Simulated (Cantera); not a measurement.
Input (Python, Cantera) and output of one run.

```python
import numpy as np
import cantera as ct

gas_names = """
    CL CLO CL2 N NO NO2 NO3 N2 N2O O O2 O3 Si SiCL SiCL2 SiCL3 SiCL4 SiN SiO SiO2 Si2 Si2N Si3
""".split()
cond_names = """
    Si(cr) Si(L) SiO2(Lqz) SiO2(hqz) SiO2(L) Si2N2O(s) Si3N4(a)
""".split()


# ... load() reads the species with a 1 bar reference pressure and builds the phases ...
atoms = {
    'SiCl4': {'Si': 1, 'CL': 4},
    'N2O': {'N': 2, 'O': 1},
    'N2': {'N': 2},
}
top_T = {'Si2N2O(s)': 2100, 'Si3N4(a)': 2400}  # K; cautious upper limits of use, not melting points


# ... equilibrate(T, P, feed) seeds the gas with the atoms and calls Mixture.equilibrate('TP', solver="vcs", rtol=1e-11, max_steps=5000) ...
results = []
feed = {'SiCl4': 1, 'N2O': 22, 'N2': 56}  # mol
P = 1400  # Pa
for T in [748, 823, 898, 973, 1048, 1123, 1198, 1273, 1348]:
    mix = equilibrate(T, P, feed)
    results.append((T, P, feed, dict(zip(mix.species_names, mix.species_moles))))
    x = sorted(zip(gas.X, gas.species_names), reverse=True)
    print(f"T = {T:g} K  P = {P:g} Pa  gas = {mix.phase_moles(0):.4g} mol")
    print("   x: " + "  ".join(f"{s} {v:.3e}" for v, s in x if v > 1e-06))
    print("   condensed (mol): " + ("  ".join(f"{mix.phase(i).name} {mix.phase_moles(i):.4g}"
          for i in range(1, mix.n_phases) if mix.phase_moles(i) > 1e-12) or "none"))
```

Output:

```
T = 748 K  P = 1400 Pa  gas = 90 mol
   x: N2 8.667e-01  O2 1.111e-01  CL2 2.222e-02  CL 3.241e-06
   condensed (mol): SiO2(Lqz) 1
T = 823 K  P = 1400 Pa  gas = 90 mol
   x: N2 8.667e-01  O2 1.111e-01  CL2 2.221e-02  CL 1.980e-05  NO 2.244e-06
   condensed (mol): SiO2(Lqz) 1
T = 898 K  P = 1400 Pa  gas = 90 mol
   x: N2 8.666e-01  O2 1.111e-01  CL2 2.218e-02  CL 8.968e-05  NO 6.845e-06
   condensed (mol): SiO2(hqz) 1
T = 973 K  P = 1400 Pa  gas = 90.01 mol
   x: N2 8.665e-01  O2 1.111e-01  CL2 2.206e-02  CL 3.220e-04  NO 1.758e-05
   condensed (mol): SiO2(hqz) 1
T = 1048 K  P = 1400 Pa  gas = 90.04 mol
   x: N2 8.662e-01  O2 1.110e-01  CL2 2.173e-02  CL 9.604e-04  NO 3.946e-05  CLO 2.079e-06
   condensed (mol): SiO2(hqz) 1
T = 1123 K  P = 1400 Pa  gas = 90.11 mol
   x: N2 8.656e-01  O2 1.109e-01  CL2 2.097e-02  CL 2.452e-03  NO 7.946e-05  CLO 4.454e-06
   condensed (mol): SiO2(hqz) 1
T = 1198 K  P = 1400 Pa  gas = 90.25 mol
   x: N2 8.642e-01  O2 1.107e-01  CL2 1.943e-02  CL 5.453e-03  NO 1.465e-04  CLO 8.481e-06
   condensed (mol): SiO2(hqz) 1
T = 1273 K  P = 1400 Pa  gas = 90.48 mol
   x: N2 8.619e-01  O2 1.104e-01  CL2 1.679e-02  CL 1.062e-02  NO 2.509e-04  CLO 1.438e-05
   condensed (mol): SiO2(hqz) 1
T = 1348 K  P = 1400 Pa  gas = 90.82 mol
   x: N2 8.586e-01  O2 1.099e-01  CL 1.806e-02  CL2 1.298e-02  NO 4.041e-04  CLO 2.157e-05  O 1.143e-06
   condensed (mol): SiO2(hqz) 1
```

These are equilibrium values from Cantera (NASA tables, ideal gas, pure condensed phases), not measurements of a reactor. The tables hold silica as quartz up to 1696 K and as liquid above; real silica turns to tridymite and cristobalite and melts near 1996 K.
